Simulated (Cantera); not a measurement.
Feed: 1 mol Si, 25 mol HCl, 2.5 mol H₂, equilibrated at 10000 Pa.

Method: chemical equilibrium by Gibbs-energy minimisation in Cantera with the NASA 1993 tables (ideal gas, pure condensed phases). Candidate condensed phases: Si; 19 gas species. The numbers say what is thermodynamically allowed, not how fast it happens.

Task: At 773 K, list the 3 most abundant gas species with their mole fractions, and the condensed phases.

Result: HCl 0.792, H₂ 0.170, SiCl₄ 0.0377. Condensed: gas only.
